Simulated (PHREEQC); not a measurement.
A column of 0.5 m (30 cells, dispersivity 0.025 m, 300 s a shift, diffusion coefficient 3e-10 m²/s) holds 0.008 eq of the database's cation exchanger X per kg of pore water, first in equilibrium with 0.013 mol MgCl2, 0.00032 mol CuCl2 and 1e-05 mol HCl per kg of water. It is flushed with 0.0025 mol ZnCl2 and 1e-05 mol HCl per kg of water, at 40 °C. Values are for the last cell. No CO2 enters from the air. Nothing may precipitate in this run.

The series has 31 steps of pore volumes, from 0 to 6.017.

All values are PHREEQC results (ion-association model, phreeqc.dat), not measurements.

### Question
After how many pore volumes does Zn at the outlet first reach half of its feed value?

### Answer
By 2.6 pore volumes.

At this temperature some constants are extrapolated from 25 °C, and those without enthalpy data are left unchanged.
